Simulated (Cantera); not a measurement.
Source: NASA polynomial tables (part measured, part estimated), evaluated in Cantera. Values are per mole of reaction as written; species without (g) are pure solids or liquids, kept so even where they would boil at 1 bar.

2 CrO3(g) + 3 H2O(g) = Cr2O3 + 6 OH(g)

```csv
T (K),ΔH° (kJ),ΔS° (J/K),ΔG° (kJ),log10 K,condensed phases
1823,466.0,160.2,174.0,-4.99,Cr2O3(s)
1923,…,…,…,…,Cr2O3(s)
2023,471.3,162.9,141.7,-3.66,Cr2O3(s)
2123,…,…,…,…,Cr2O3(s)
2223,476.8,165.5,108.8,-2.56,Cr2O3(s)
2323,479.6,166.8,92.2,-2.07,Cr2O3(s)
2423,482.5,168.0,75.5,-1.63,Cr2O3(s)
2523,485.4,169.2,58.6,-1.21,Cr2O3(s)
2623,618.4,220.3,40.7,-0.81,Cr2O3(l)
```

Q: Complete the blanks.

A: 
- 1923, ΔH° (kJ): 468.6
- 1923, ΔS° (J/K): 161.6
- 1923, ΔG° (kJ): 157.9
- 1923, log10 K: -4.29
- 2123, ΔH° (kJ): 474.0
- 2123, ΔS° (J/K): 164.2
- 2123, ΔG° (kJ): 125.3
- 2123, log10 K: -3.08
